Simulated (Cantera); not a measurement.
A freely propagating, adiabatic, planar premixed flame of 25.0 % CO, 1.70 % H2, 14.1 % O2, 52.8 % N2, 6.50 % H2O, equivalence ratio 0.95, unburnt at 450 K and 3750 Torr; mixture-averaged transport, grid criteria slope 0.08 and curve 0.16, no radiation.

Cantera simulation using GRI-Mech 3.0 (53 species, 325 reactions); the numbers are that mechanism's predictions, not measurements. The hydrogen kinetics of GRI-Mech 3.0 are dated; newer H2 mechanisms differ, most at raised pressure. Burning velocities carry a grid error of a few per cent, more on coarse grids.

Q: Predict: laminar burning velocity; thermal thickness; peak x(O); peak x(H2O2).

A: 
```json
{
 "laminar_burning_velocity": "61.8 cm/s",
 "thermal_thickness": "0.119 mm",
 "peak x(O)": "0.00457",
 "peak x(H2O2)": "0.000131"
}
```
